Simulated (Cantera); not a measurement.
A closed system holds: 1 mol Si₃N₄, 0.037 mol N₂, equilibrated at 1 atm.

Cantera equilibrium calculation (NASA polynomials, part measured and part estimated; ideal gas, pure solids and liquids). Candidate condensed phases: Si, Si₃N₄; 7 gas species. Equilibrium is a limit: real reactors are often held back by kinetics, nucleation or transport.

Q: Which condensed phases are stable at each of these points (T (K)): 1850, 1950, 2050, 2150, 2250, 2350, 2450, 2550, 2650, 2750, 2850?

A: 
```json
[
 {"T (K)": "1850", "condensed phases": "Si₃N₄(s)", "Si condensed (%)": "100.0"},
 {"T (K)": "1950", "condensed phases": "Si₃N₄(s)", "Si condensed (%)": "100.0"},
 {"T (K)": "2050", "condensed phases": "Si₃N₄(s)", "Si condensed (%)": "100.0"},
 {"T (K)": "2150", "condensed phases": "Si(l)", "Si condensed (%)": "100.0"},
 {"T (K)": "2250", "condensed phases": "Si(l)", "Si condensed (%)": "99.9"},
 {"T (K)": "2350", "condensed phases": "Si(l)", "Si condensed (%)": "99.9"},
 {"T (K)": "2450", "condensed phases": "Si(l)", "Si condensed (%)": "99.7"},
 {"T (K)": "2550", "condensed phases": "Si(l)", "Si condensed (%)": "99.4"},
 {"T (K)": "2650", "condensed phases": "Si(l)", "Si condensed (%)": "98.8"},
 {"T (K)": "2750", "condensed phases": "Si(l)", "Si condensed (%)": "97.7"},
 {"T (K)": "2850", "condensed phases": "Si(l)", "Si condensed (%)": "95.8"}
]
```

From 1850 K to 2050 K the condensed part is Si₃N₄(s). From 2150 K to 2850 K the condensed part is Si(l).
